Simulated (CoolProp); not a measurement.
A Linde-Hampson liquefier for ethane: isothermal reversible compression at 320 K from 1 atm to 10 MPa, throttling to 1 atm, return gas leaving the recuperator 2 K below the feed. Each further row changes one setting.

Values from CoolProp's reference Helmholtz-energy equation of state, Bücker 2006.

```csv
case,liquid yield per pass,compression work (kJ/kg of gas)
as stated,[?],338
high pressure 20 MPa,[?],[?]
warm-end temperature 350 K,0.285,395
warm-end gap 7 K,[?],338
```

Q: Fill in the missing entries.

A: 
- as stated, liquid yield per pass: 0.430
- high pressure 20 MPa, liquid yield per pass: 0.462
- high pressure 20 MPa, compression work (kJ/kg of gas): 366
- warm-end gap 7 K, liquid yield per pass: 0.423
